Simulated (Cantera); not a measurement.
An isothermal, constant-pressure homogeneous reactor starts with CH4 : H2O = 1 : 1 (molar parts), at 1675 K and 1000000 Pa.

Cantera simulation using GRI-Mech 3.0 (53 species, 325 reactions); the numbers are that mechanism's predictions, not measurements.

Task: Predict: x(CH4) at 10.0 s; x(H2O) at 10.0 s; x(OH) at 10.0 s; x(H) at 10.0 s; x(H2) at 10.0 s; x(CH2CO) at 10.0 s.

Result: 
- x(CH4) at 10.0 s: 0.0284 (gas-phase equilibrium 0.00272)
- x(H2O) at 10.0 s: 0.0283 (gas-phase equilibrium 0.00249)
- x(OH) at 10.0 s: 6.01e-8 (gas-phase equilibrium 5.15e-9)
- x(H) at 10.0 s: 3.11e-5 (gas-phase equilibrium 3.19e-5)
- x(H2) at 10.0 s: 0.708 (gas-phase equilibrium 0.746)
- x(CH2CO) at 10.0 s: 6.41e-7 (gas-phase equilibrium 5.97e-8)
